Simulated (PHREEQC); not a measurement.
Solution (25 °C): 19 mmol/kgw LiOH, 0.00067 mmol/kgw H4SiO4 and 170 mmol/kgw K2CO3. Closed to the air; pH follows from the charge balance.

All values are PHREEQC results (ion-association model, phreeqc.dat), not measurements.

| Item | Result |
|---|---|
| pH | 12.10 |
| ionic strength | 0.528 mol/kgw |
| activity of water | 0.991 |
| specific conductance | 33000 µS/cm |
| density | 1.018 g/cm³ |
| total alkalinity | 359 meq/kg |

```json
[
 {"species": "K+", "molality": "0.340", "activity": "0.217", "log γ": "-0.194"},
 {"species": "CO3-2", "molality": "0.169", "activity": "0.0381", "log γ": "-0.648"},
 {"species": "OH-", "molality": "0.0199", "activity": "0.0125", "log γ": "-0.202"},
 {"species": "Li+", "molality": "0.0190", "activity": "0.0134", "log γ": "-0.152"},
 {"species": "HCO3-", "molality": "0.000943", "activity": "0.000650", "log γ": "-0.162"},
 {"species": "H3SiO4-", "molality": "5.37e-7", "activity": "3.47e-7", "log γ": "-0.190"}
]
```

Precipitation was switched off in this run.
